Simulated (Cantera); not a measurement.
Feed: 1 mol Si, 1.3 mol Cl₂, a varied amount of H₂, equilibrated at 698 K and 10000 Pa.

Cantera equilibrium calculation (NASA polynomials, part measured and part estimated; ideal gas, pure solids and liquids). Candidate condensed phases: Si; 19 gas species. The numbers say what is thermodynamically allowed, not how fast it happens.

Problem. At 7.9 mol H₂, list the 5 most abundant gas species with their mole fractions, and the condensed phases.

Solution. H₂ 0.917, SiCl₄ 0.0582, SiHCl₃ 0.0237, SiH₂Cl₂ 0.000634, HCl 0.000444. Condensed: Si(s).
